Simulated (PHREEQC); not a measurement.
Consider water at 20 °C with 0.0019 mol CuSO4, 3.5e-05 mol HCl and 0.023 mol KCl per kg of water. Closed to the air; pH follows from the charge balance.

Model: ion-association model, wateq4f.dat, run in PHREEQC.

Precipitation was switched off in this run.

**Question.** What pH does the model give?

**Answer.** pH 4.54.

**Question.** In which forms is Cu present?

**Answer.** Cu+2 89 %, CuSO4 8.3 %, CuCl+ 2.4 % of the Cu.
